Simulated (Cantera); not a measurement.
Cantera run:

```python
import numpy as np
import cantera as ct

gas_names = """
    H HNO HNO2 HNO3 HO2 H2 H2O H2O2 N NH NH2 NH3 NH2OH NO NO2 NO3 N2 N2H2 N2H4 N2O O OH O2 O3
""".split()
cond_names = """
    H2O(s) H2O(L)
""".split()


# ... load() reads the species with a 1 bar reference pressure and builds the phases ...
atoms = {
    'N2O': {'N': 2, 'O': 1},
    'H2O': {'H': 2, 'O': 1},
    'N2': {'N': 2},
}
top_T = {}  # K; cautious upper limits of use, not melting points


# ... equilibrate(T, P, feed) seeds the gas with the atoms and calls Mixture.equilibrate('TP', solver="vcs", rtol=1e-11, max_steps=5000) ...
results = []
feed = {'N2O': 1, 'H2O': 0.081, 'N2': 0.58}  # mol
P = 10000  # Pa
for T in [1448, 1548, 1648, 1748, 1848, 1948, 2048, 2148, 2248]:
    mix = equilibrate(T, P, feed)
    results.append((T, P, feed, dict(zip(mix.species_names, mix.species_moles))))

top = {s: max(r[3][s] / sum(r[3][g] for g in gas_names) for r in results) for s in gas_names}
cols = sorted((s for s in top if top[s] > 1e-06), key=lambda s: -top[s])[:7]
seen = [c for c in cond_names if any(r[3].get(c, 0) > 1e-12 for r in results)]
print("log10 of partial pressures in bar; condensed amounts in mol")
print(f"{'T/K':>10s}" + "".join(f"{s[:9]:>10s}" for s in cols + seen))
for T, P, feed, n in results:
    ng = sum(n[g] for g in gas_names)
    print(f"{T:10.4g}" + "".join(f"{np.log10(max(n[s] / ng * P / 1e5, 1e-99)):10.3f}" for s in cols)
          + "".join(f"{n.get(c, 0):10.4g}" for c in seen))
```

It prints:

```
log10 of partial pressures in bar; condensed amounts in mol
       T/K        N2        O2       H2O        NO        OH         O         H
      1448    -1.136    -1.637    -2.426    -4.023    -5.263    -6.528    -8.857
      1548    -1.136    -1.637    -2.427    -3.810    -4.884    -5.936    -8.042
      1648    -1.137    -1.638    -2.428    -3.623    -4.551    -5.416    -7.325
      1748    -1.137    -1.639    -2.430    -3.458    -4.257    -4.954    -6.689
      1848    -1.138    -1.641    -2.433    -3.311    -3.996    -4.543    -6.121
      1948    -1.138    -1.644    -2.437    -3.180    -3.763    -4.174    -5.612
      2048    -1.139    -1.647    -2.445    -3.062    -3.554    -3.842    -5.154
      2148    -1.140    -1.652    -2.457    -2.957    -3.368    -3.541    -4.739
      2248    -1.142    -1.659    -2.474    -2.862    -3.202    -3.268    -4.364
```

Method: chemical equilibrium by Gibbs-energy minimisation in Cantera with the NASA 1993 tables (ideal gas, pure condensed phases).
